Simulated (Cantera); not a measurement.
Charge: 1 mol C2H5OH, 1.3 mol NH3, 2.3 mol N2, 0.9 mol H2O, held at 10000 Pa.

Method: chemical equilibrium by Gibbs-energy minimisation in Cantera with the NASA 1993 tables (ideal gas, pure condensed phases). Candidate condensed phases: C, C6H6, C7H8, C8H18, H2O; 136 gas species. The numbers say what is thermodynamically allowed, not how fast it happens.

Q: At 1448 K, list the 4 most abundant gas species with their mole fractions, and the condensed phases.

A: H2 0.546, N2 0.276, CO 0.178, HCN 0.000281. Condensed: C(graphite).
